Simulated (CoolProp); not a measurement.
Computed with CoolProp (reference Helmholtz-energy equation of state, Bücker 2006).

Problem. For n-butane, give the phase and the density (kg/m³), cp (kJ/(kg K)), speed of sound (m/s), viscosity (µPa s) at 354.5 K and 5.33 MPa.

Solution. 
- 354.5 K and 5.33 MPa: liquid; density 514, cp 2.74, speed of sound 677, viscosity 103

Viscosity comes from a separate model (Vogel 1999).
